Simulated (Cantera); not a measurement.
Mixture: 8.02 % CH4, 19.3 % O2, 72.7 % N2, equivalence ratio 0.83, at 98000 Pa, adiabatic and at constant pressure. Ignition delay is the time to a rise of 400 K.

Computed with Cantera and GRI-Mech 3.0 (53 species, 325 reactions).

Predict: delay at 1000 K; delay at 1100 K; delay at 1200 K; delay at 1300 K; apparent activation energy between 1250 and 1350 K.


```json
{
 "delay at 1000 K": "1.03 s",
 "delay at 1100 K": "0.192 s",
 "delay at 1200 K": "42.3 ms",
 "delay at 1300 K": "10.8 ms",
 "apparent activation energy between 1250 and 1350 K": "180 kJ/mol"
}
```
